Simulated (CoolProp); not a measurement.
Vapour-liquid equilibrium of ethylene (1) + carbon dioxide (2) at 2690 kPa; x and y are mole fractions of (1).

Values from CoolProp's multi-fluid Helmholtz-energy mixture model, Smukala 2000 and Span 1996; pair parameters Bell 2016.

| x | bubble temperature, mixture model (K) | bubble temperature, Raoult's law (K) | y, mixture model | y, Raoult's law |
|---|---|---|---|---|
| 0.05 | 261.9 | 263.3 | 0.082 | 0.060 |
| 0.2 | ? | 262.1 | 0.269 | 0.235 |
| 0.35 | 255.9 | 260.9 | 0.409 | 0.400 |
| 0.5 | 254.6 | 259.7 | ? | 0.554 |
| 0.65 | 254.0 | 258.5 | ? | 0.699 |
| 0.8 | ? | 257.2 | ? | 0.834 |
| 0.95 | ? | 256.0 | ? | 0.960 |

Q: Some entries are withheld; supply them.

A: 
- 0.2, bubble temperature, mixture model (K): 258.1
- 0.5, y, mixture model: 0.533
- 0.65, y, mixture model: 0.656
- 0.8, bubble temperature, mixture model (K): 254.2
- 0.8, y, mixture model: 0.791
- 0.95, bubble temperature, mixture model (K): 255.1
- 0.95, y, mixture model: 0.944

The largest gap from Raoult's law is -5.1 K in bubble temperature, at x = 0.5. y crosses x between x = 0.65 and 0.8: the model has an azeotrope there.

Pair parameters are fitted to limited data, so mixtures are less certain than the pure fluids.
